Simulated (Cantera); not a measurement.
A closed system holds: 1 mol Si, 0.099 mol CO₂, 65 mol H₂, at 0.133 bar.

Cantera equilibrium calculation (NASA polynomials, part measured and part estimated; ideal gas, pure solids and liquids). Candidate condensed phases: C, C₆H₆, C₇H₈, C₈H₁₈, H₂O, Si, SiC, SiO₂; 123 gas species. Mutual solubility and eutectic melting of coexisting phases are not modelled. Gases not in the tables: Si₂H₆ and higher silanes. Kinetics and transport are ignored.

log p: log10 of the partial pressure in bar; n: condensed amount in mol.

```json
[
 {"T (K)": "1625", "log p H₂": "-0.88", "log p H": "-4.59", "log p SiO": "-3.41", "log p Si": "-6.79", "log p CO": "-4.80", "n Si(s)": "0.718", "n SiC(s)": "0.0910", "n Si(l)": "0"},
 {"T (K)": "1675", "log p H₂": "-0.88", "log p H": "-4.37", "log p SiO": "-3.41", "log p Si": "-6.36", "log p CO": "-4.73", "n Si(s)": "0.720", "n SiC(s)": "0.0898", "n Si(l)": "0"},
 {"T (K)": "1725", "log p H₂": "-0.88", "log p H": "-4.17", "log p SiO": "-3.42", "log p Si": "-5.99", "log p CO": "-4.61", "n Si(s)": "0", "n SiC(s)": "0.0870", "n Si(l)": "0.725"},
 {"T (K)": "1775", "log p H₂": "-0.88", "log p H": "-3.98", "log p SiO": "-3.43", "log p Si": "-5.66", "log p CO": "-4.48", "n Si(s)": "0", "n SiC(s)": "0.0826", "n Si(l)": "0.732"},
 {"T (K)": "1825", "log p H₂": "-0.88", "log p H": "-3.79", "log p SiO": "-3.44", "log p Si": "-5.34", "log p CO": "-4.36", "n Si(s)": "0", "n SiC(s)": "0.0773", "n Si(l)": "0.741"},
 {"T (K)": "1875", "log p H₂": "-0.88", "log p H": "-3.62", "log p SiO": "-3.46", "log p Si": "-5.04", "log p CO": "-4.24", "n Si(s)": "0", "n SiC(s)": "…", "n Si(l)": "0.750"},
 {"T (K)": "1925", "log p H₂": "-0.88", "log p H": "-3.46", "log p SiO": "-3.48", "log p Si": "-4.76", "log p CO": "-4.14", "n Si(s)": "0", "n SiC(s)": "…", "n Si(l)": "0.758"},
 {"T (K)": "1975", "log p H₂": "-0.88", "log p H": "-3.30", "log p SiO": "-3.50", "log p Si": "-4.49", "log p CO": "-4.05", "n Si(s)": "0", "n SiC(s)": "…", "n Si(l)": "0.764"},
 {"T (K)": "2025", "log p H₂": "-0.88", "log p H": "-3.16", "log p SiO": "-3.53", "log p Si": "-4.23", "log p CO": "-3.97", "n Si(s)": "0", "n SiC(s)": "…", "n Si(l)": "0.765"},
 {"T (K)": "2075", "log p H₂": "-0.88", "log p H": "-3.01", "log p SiO": "-3.56", "log p Si": "-3.99", "log p CO": "-3.89", "n Si(s)": "0", "n SiC(s)": "…", "n Si(l)": "0.756"},
 {"T (K)": "2125", "log p H₂": "-0.88", "log p H": "-2.88", "log p SiO": "-3.60", "log p Si": "-3.76", "log p CO": "-3.83", "n Si(s)": "0", "n SiC(s)": "…", "n Si(l)": "0.730"}
]
```

Question: What belongs in the gaps?

Answer: 
- 1875, n SiC(s): 0.0708
- 1925, n SiC(s): 0.0632
- 1975, n SiC(s): 0.0544
- 2025, n SiC(s): 0.0444
- 2075, n SiC(s): 0.0331
- 2125, n SiC(s): 0.0200
